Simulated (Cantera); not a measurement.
An adiabatic, constant-volume homogeneous reactor starts with CO : H2 : CH4 : O2 : N2 : CO2 = 1 : 0.04 : 0.31 : 0.76 : 3.27 : 0.39 (molar parts), at 1525 K and 5.00 bar.

Computed with Cantera and GRI-Mech 3.0 (53 species, 325 reactions).

### Question
Predict: time of steepest temperature rise; temperature at 2.00 s; equilibrium temperature; x(CO) at 2.00 s; x(H2) at 2.00 s; x(H) at 2.00 s; x(HCN) at 2.00 s.

### Answer
```
Item                                                                Result
---------------------------------  ---------------------------------------
time of steepest temperature rise                                 0.203 ms
temperature at 2.00 s                                               2913 K
equilibrium temperature                                             2913 K
x(CO) at 2.00 s                        0.145 (gas-phase equilibrium 0.145)
x(H2) at 2.00 s                      0.0126 (gas-phase equilibrium 0.0126)
x(H) at 2.00 s                     0.00440 (gas-phase equilibrium 0.00440)
x(HCN) at 2.00 s                   3.17e-8 (gas-phase equilibrium 3.17e-8)
```
